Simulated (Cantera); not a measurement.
Charge: 1 mol CH2F2, 0.24 mol H2, held at 0.350 bar.

Cantera equilibrium calculation (NASA polynomials, part measured and part estimated; ideal gas, pure solids and liquids). Candidate condensed phases: C, C6H6, C7H8, C8H18; 95 gas species. Rates play no part.

Q: At 2075 K, list the 4 most abundant gas species with their mole fractions, and the condensed phases.

A: HF 0.892, H2 0.106, H 0.00147, C2H2 (acetylene) 0.000132. Condensed: C(graphite).
